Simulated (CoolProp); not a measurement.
Computed with CoolProp (reference Helmholtz-energy equation of state, Bücker 2006).

Q: For isobutane, give the phase and the density (kg/m³), cv (kJ/(kg K)), Joule-Thomson coefficient (K/MPa), isothermal compressibility (1/MPa) at 262.1 K and 17.5 MPa.

A: 
- 262.1 K and 17.5 MPa: liquid; density 613, cv 1.57, Joule-Thomson coefficient -0.455, isothermal compressibility 0.00164
